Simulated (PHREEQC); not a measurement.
A made-up water analysis in mg/kgw, 15 °C, pH 3.47, pe 10:

```
constituent  mg/kgw
-----------  ------
Na              205
K              82.4
Ca              319
Mg             17.9
Cl             35.8
S(6) as SO4    1330
Zn             55.2
Fe(3)          5.31
```

Valence states are taken as typed.

Equilibrium calculation in PHREEQC: ion-association model, phreeqc.dat.

Each row changes one thing in this solution. No solid was allowed to form.

| case | ionic strength (mol/kgw) | SO4-2 (mol/kgw) | Ca+2 (mol/kgw) | CaSO4 (mol/kgw) | Zn+2 (mol/kgw) | Mg+2 (mol/kgw) | SI of Gypsum (CaSO4:2H2O) | SI of Jarosite-K (KFe3(SO4)2(OH)6) |
|---|---|---|---|---|---|---|---|---|
| as made | 0.0405 | 0.0104 | 0.00559 | 0.00236 | 0.000528 | 0.000500 | -0.25 | +3.93 |
| K from 82.4 to 247 mg/kgw | 0.0426 | 0.0103 | 0.00564 | 0.00231 | 0.000534 | 0.000505 | -0.26 | +4.39 |
| temperature from 15 to 55 °C at the same typed pH | 0.0384 | 0.00973 | 0.00534 | 0.00261 | 0.000501 | 0.000353 | -0.28 | +4.19 |
| S(6) from 1330 to 2660 mg/kgw | 0.0626 | 0.0226 | 0.00462 | 0.00333 | 0.000399 | 0.000407 | -0.10 | +3.71 |

Complexes and solids missing from the database can't appear. Some of these states are supersaturated (in Jarosite-K, Hematite (slow to form), for instance). At this temperature some constants are extrapolated from 25 °C, and those without enthalpy data are left unchanged.
